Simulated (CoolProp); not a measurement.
Saturation properties of C2F6 (R116).

Model: reference Helmholtz-energy equation of state, Lemmon 2006, in CoolProp. It is a short technical equation, of lower accuracy than the large ones.

| T (K) | p (MPa) | vapour density (kg/m³) | surface tension (mN/m) | liquid viscosity (µPa s) | liquid conductivity (mW/(m K)) |
|---|---|---|---|---|---|
| 200 | 0.1312 | 11.51 | 10.4 | 386 | 74.1 |
| 203.6 | 0.1569 | 13.63 | 9.89 | 362 | 72.7 |
| 207.2 | 0.1863 | 16.03 | 9.41 | 340 | 71.3 |
| 210.8 | 0.2197 | 18.76 | 8.93 | 320 | 69.8 |
| 214.5 | 0.2587 | 21.94 | 8.44 | 301 | 68.4 |
| 218.1 | 0.3015 | 25.42 | 7.97 | 283 | 67.0 |
| 221.7 | 0.3494 | 29.32 | 7.51 | 267 | 65.5 |
| 225.4 | 0.4044 | 33.82 | 7.03 | 251 | 64.1 |
| 229 | 0.4639 | 38.72 | 6.58 | 236 | 62.7 |
| 232.6 | 0.5297 | 44.18 | 6.13 | 223 | 61.2 |
| 236.3 | 0.6043 | 50.45 | 5.67 | 209 | 59.8 |
| 239.9 | 0.6842 | 57.26 | 5.23 | 197 | 58.3 |
| 243.5 | 0.7716 | 64.85 | 4.79 | 185 | 56.9 |
| 247.1 | 0.8671 | 73.32 | 4.37 | 174 | 55.4 |

It boils at 195.1 K under 1 atm.

Viscosity comes from a separate model (Huber 2003), an estimate that may be off by 10 % or more. Thermal conductivity comes from a separate model (Huber 2003), an estimate that may be off by 10 % or more. Surface tension comes from a separate correlation (Mulero 2012).
